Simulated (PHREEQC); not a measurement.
# Arsenic or selenium liquor

Dissolve 0.06 mol/kgw H2SeO4, 0.16 mol/kgw NH3 and 0.29 mol/kgw NaCl at 39 °C. Closed to the air; pH follows from the charge balance.

Equilibrium calculation in PHREEQC: ion-association model, wateq4f.dat.

Each row changes one thing in this solution. This is a speciation only: nothing precipitates in the calculation.

```csv
case,pH,ionic strength (mol/kgw),HSeO4- (mol/kgw),SI of Halite (NaCl)
as made,8.50,0.470,4.85e-9,-3.03
temperature from 39 to 40 °C,8.47,0.470,5.29e-9,-3.04
0.02 mol/kgw H3PO4 added,7.30,0.520,7.69e-8,-3.04
H2SeO4 from 0.06 to 0.09 mol/kgw,2.22,0.536,0.0121,-3.04
0.43 mol/kgw H3PO4 added,1.53,0.523,0.0259,-3.04
NH3 left out,1.20,0.396,0.0370,-3.02
NaCl from 0.29 to 0.029 mol/kgw,8.49,0.209,5.21e-9,-4.97
NH3 replaced by NH4HSO4 at the same molality,1.02,0.604,0.0430,-3.06
```

Species that the database lacks are ignored. H3PO4, which wateq4f.dat lacks, is added to it with the constant of phreeqc.dat. Away from 25 °C the constants follow the database's enthalpies or fits; those with neither stay at their 25 °C values.
